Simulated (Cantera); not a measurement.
What does this Cantera script print?

```python
import numpy as np
import cantera as ct

gas = ct.Solution("gri30.yaml")
gas.TPX = 1725, 101325, {'CH4': 1, 'O2': 5.88, 'N2': 30}
reactor = ct.IdealGasReactor(gas, energy="on", clone=False)
net = ct.ReactorNet([reactor])
net.rtol, net.atol = 1e-08, 1e-16
show = ['CH4', 'O2', 'HCN', 'OH', 'NO']
times = np.geomspace(2e-06, 0.1, 12)

steps = ct.SolutionArray(gas, extra=["t"])
rows = []
print(f"{'t/s':>10s}{'T/K':>9s}{'P/Pa':>11s}" + "".join(f"{s:>11s}" for s in show))
for t in times:
    while net.time < t:
        t_next = net.step()
        steps.append(gas.state, t=t_next)
    rows.append([np.interp(t, steps.t, y) for y in (steps.T, steps.P, *steps(*show).X.T)])
    print(f"{t:10.3e}{rows[-1][0]:9.1f}{rows[-1][1]:11.4g}" + "".join(f"{x:11.3e}" for x in rows[-1][2:]))
rate = np.gradient(steps.T, steps.t)
print("integrator steps:", len(steps.t))
if steps.T.max() > steps.T[0] + 200:
    print(f"time of steepest temperature rise: {steps.t[rate.argmax()]:.4e} s")
gas.TPX = 1725, 101325, {'CH4': 1, 'O2': 5.88, 'N2': 30}
gas.equilibrate("UV")
print(f"equilibrium (UV): T = {gas.T:.1f} K  " + "  ".join(f"{s} {gas[s].X[0]:.3e}" for s in show))
```

Result:

```
       t/s      T/K       P/Pa        CH4         O2        HCN         OH         NO
 2.000e-06   1725.0  1.013e+05  2.711e-02  1.594e-01  1.152e-16  2.682e-07  5.074e-14
 5.348e-06   1725.0  1.013e+05  2.711e-02  1.594e-01  1.142e-15  4.535e-07  2.842e-13
 1.430e-05   1724.9  1.013e+05  2.709e-02  1.594e-01  1.055e-14  7.092e-07  1.162e-12
 3.824e-05   1724.8  1.013e+05  2.703e-02  1.594e-01  1.066e-13  1.711e-06  5.546e-12
 1.023e-04   1725.9  1.014e+05  2.641e-02  1.590e-01  3.049e-12  1.106e-05  5.171e-11
 2.735e-04   2226.8  1.326e+05  2.606e-19  1.006e-01  5.032e-13  9.869e-03  4.229e-05
 7.313e-04   2385.3  1.407e+05  2.733e-20  1.029e-01  3.561e-13  6.194e-03  3.115e-04
 1.956e-03   2396.4  1.413e+05  2.111e-20  1.028e-01  3.378e-13  5.648e-03  8.217e-04
 5.230e-03   2393.5  1.411e+05  2.036e-20  1.022e-01  3.803e-13  5.588e-03  2.072e-03
 1.398e-02   2387.1  1.407e+05  1.879e-20  1.009e-01  4.557e-13  5.456e-03  4.837e-03
 3.740e-02   2377.0  1.401e+05  1.651e-20  9.885e-02  5.315e-13  5.254e-03  9.150e-03
 1.000e-01   2370.0  1.397e+05  1.508e-20  9.744e-02  5.607e-13  5.119e-03  1.209e-02
integrator steps: 1535
time of steepest temperature rise: 1.9383e-04 s
equilibrium (UV): T = 2369.2 K  CH4 2.305e-20  O2 9.727e-02  HCN 5.633e-13  OH 5.102e-03  NO 1.245e-02
```

Computed with Cantera and GRI-Mech 3.0 (53 species, 325 reactions).
